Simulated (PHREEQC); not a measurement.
Solution (65 °C): 0.031 mol NaH2PO4 and 0.15 mol NaOH per kg of water. Closed to the air; pH follows from the charge balance.

Model: ion-association model, phreeqc.dat, run in PHREEQC.

Precipitation was switched off in this run.

Question: Order these P species by the share of P that they hold, largest first: PO4-3, HPO4-2, NaHPO4-.

Answer: PO4-3 (77 %), HPO4-2 (21 %), NaHPO4- (1.9 %)

The pH is 11.71 and the ionic strength 0.259 mol/kgw. Complexes and solids missing from the database can't appear. Away from 25 °C the constants follow the database's enthalpies or fits; those with neither stay at their 25 °C values.
